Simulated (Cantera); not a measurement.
Feed: 1 mol c-C4F8, 0.32 mol Si, held at 1627 °C and 48000 Pa.

These are equilibrium values from Cantera (NASA tables, ideal gas, pure condensed phases), not measurements of a reactor. Candidate condensed phases: C, Si, SiC; 23 gas species. The feed counts by its element totals alone. Gases not in the tables: C2F6 and larger saturated fluorocarbons. Equilibrium is a limit: real reactors are often held back by kinetics, nucleation or transport.

Base state: CF4 0.832, SiF4 0.159, CF2 0.00613, CF3 0.00149, F 0.000686 (mole fractions); condensed: C(graphite).

Q: What changes in the equilibrium state with this change: Si from 0.32 to 0.61 mol?

A: 
| species | before | after |
|---|---|---|
| CF4 | 0.832 | 0.689 |
| SiF4 | 0.159 | 0.304 |
| CF2 | 0.00613 | 0.00558 |
| CF3 | 0.00149 | 0.00129 |
| F | 0.000686 | 0.000654 |
| C(graphite), mol | 2.31 | 2.60 |

Q: What changes in the equilibrium state with this change: c-C4F8 replaced by CCl4?

A: 
```tsv
species	before	after
Cl	0	0.451
Cl2	0	0.401
SiCl4	0	0.147
CF4	0.832	0
SiF4	0.159	0
CF2	0.00613	0
CF3	0.00149	0
SiCl3	0	0.000901
F	0.000686	0
C(graphite), mol	2.31	0.999
```
The tables' values for SiCl3 are old estimates; treat these amounts as uncertain.

Q: What changes in the equilibrium state with this change: c-C4F8 replaced by C2F6?

A: 
```json
[
 {"species": "CF4", "before": "0.832", "after": "0.779"},
 {"species": "SiF4", "before": "0.159", "after": "0.213"},
 {"species": "CF2", "before": "0.00613", "after": "0.00593"},
 {"species": "CF3", "before": "0.00149", "after": "0.00142"},
 {"species": "F", "before": "0.000686", "after": "0.000675"},
 {"species": "C(graphite), mol", "before": "2.31", "after": "0.815"}
]
```
